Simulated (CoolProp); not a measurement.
Vapour-liquid equilibrium of R124 (1) + R142b (2) at 70.95 °C; x and y are mole fractions of (1).

Values from CoolProp's multi-fluid Helmholtz-energy mixture model, de Vries 1995 and Lemmon 2006; pair parameters Bell 2016.

### Question
Give the bubble pressure and the first vapour's composition at x = 0.25, 0.35, 0.55. Is there an azeotrope?

### Answer
x = 0.25: 11.61 bar, y = 0.264; x = 0.35: 11.73 bar, y = 0.368; x = 0.55: 12.00 bar, y = 0.572. No azeotrope shows between x = 0.05 and 0.95.

The pair parameters rest on a limited set of measurements; away from them the model extrapolates.
